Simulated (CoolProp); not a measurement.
Properties of methane along the isobar 19.5 MPa (Tc = 190.6 K, pc = 4.599 MPa, ω = 0.011).

Values from CoolProp's reference Helmholtz-energy equation of state, Setzmann 1991.

```tsv
T (K)	phase	Z	cp (kJ/(kg K))	speed of sound (m/s)	viscosity (µPa s)	conductivity (mW/(m K))
157.8	liquid	0.6305	3.496	1135	67.2	148
162.9	liquid	0.6227	3.527	1096	63.0	142
168	liquid	0.6161	3.561	1057	59.1	137
173.1	liquid	0.6107	3.598	1018	55.5	131
178.2	liquid	0.6065	3.638	979.3	52.2	126
183.2	liquid	0.6036	3.682	942.1	49.2	121
188.3	liquid	0.6017	3.730	904.7	46.3	116
193.4	supercritical	0.6011	3.781	868.1	43.6	111
198.5	supercritical	0.6018	3.835	832.4	41.1	107
203.6	supercritical	0.6037	3.892	797.8	38.7	102
208.7	supercritical	0.6070	3.950	764.5	36.5	98.3
213.8	supercritical	0.6117	4.008	732.7	34.4	94.3
218.8	supercritical	0.6177	4.062	703.3	32.5	90.6
223.9	supercritical	0.6253	4.112	675.2	30.7	87.1
229	supercritical	0.6343	4.153	649.4	29.1	83.8
234.1	supercritical	0.6447	4.182	626.0	27.6	80.8
```

Viscosity comes from a separate model (Quiñones-Cisneros 2006). Thermal conductivity comes from a separate model (Friend 1989).
